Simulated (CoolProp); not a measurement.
A Linde-Hampson liquefier for methane: isothermal reversible compression at 230 K from 1 atm to 20 MPa, throttling to 1 atm, return gas leaving the recuperator 5 K below the feed. Each further row changes one setting.

Computed with CoolProp (reference Helmholtz-energy equation of state, Setzmann 1991).

```
case                        liquid yield per pass  compression work (kJ/kg of gas)
--------------------------  ---------------------  -------------------------------
as stated                                       …                              541
high pressure 40 MPa                            …                              609
warm-end temperature 260 K                      …                              647
warm-end gap 10 K                               …                              541
```

**Question.** What belongs in the gaps?

**Answer.** 
- as stated, liquid yield per pass: 0.388
- high pressure 40 MPa, liquid yield per pass: 0.399
- warm-end temperature 260 K, liquid yield per pass: 0.285
- warm-end gap 10 K, liquid yield per pass: 0.380
